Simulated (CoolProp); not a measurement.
Sulfur hexafluoride along the isobar 10500 kPa: fugacity coefficient from the reference equation and from simpler models built on Tc = 45.6 °C, pc = 3755 kPa, ω = 0.210; each cubic takes its own stable root.

The numbers come from the reference Helmholtz-energy equation of state, Guder 2009 in CoolProp.

| T (°C) | phase | reference | van der Waals | Redlich-Kwong | Soave-Redlich-Kwong | Peng-Robinson |
|---|---|---|---|---|---|---|
| 6.35 | liquid | 0.1615 | 0.2572 | 0.1866 | 0.1683 | 0.1572 |
| 20.75 | liquid | 0.2145 | 0.2987 | 0.2372 | 0.2234 | 0.2086 |
| 35.05 | liquid | 0.2732 | 0.3409 | 0.2908 | 0.2842 | 0.2655 |
| 49.45 | supercritical | 0.3366 | 0.3838 | 0.3468 | 0.3495 | 0.3266 |
| 63.75 | supercritical | 0.4016 | 0.4262 | 0.4027 | 0.4158 | 0.3889 |
| 78.15 | supercritical | 0.4666 | 0.4682 | 0.4577 | 0.4814 | 0.4506 |
| 92.45 | supercritical | 0.5280 | 0.5087 | 0.5097 | 0.5429 | 0.5086 |
| 106.85 | supercritical | 0.5846 | 0.5477 | 0.5584 | 0.5997 | 0.5624 |
| 121.15 | supercritical | 0.6347 | 0.5843 | 0.6024 | 0.6502 | 0.6105 |
| 135.45 | supercritical | 0.6789 | 0.6186 | 0.6420 | 0.6951 | 0.6536 |
| 149.85 | supercritical | 0.7181 | 0.6504 | 0.6776 | 0.7351 | 0.6924 |
| 164.15 | supercritical | 0.7524 | 0.6794 | 0.7093 | 0.7703 | 0.7268 |
| 178.55 | supercritical | 0.7830 | 0.7061 | 0.7378 | 0.8018 | 0.7578 |
| 192.85 | supercritical | 0.8100 | 0.7301 | 0.7631 | 0.8296 | 0.7855 |
| 207.25 | supercritical | 0.8342 | 0.7522 | 0.7860 | 0.8545 | 0.8105 |
| 221.55 | supercritical | 0.8557 | 0.7721 | 0.8065 | 0.8766 | 0.8329 |
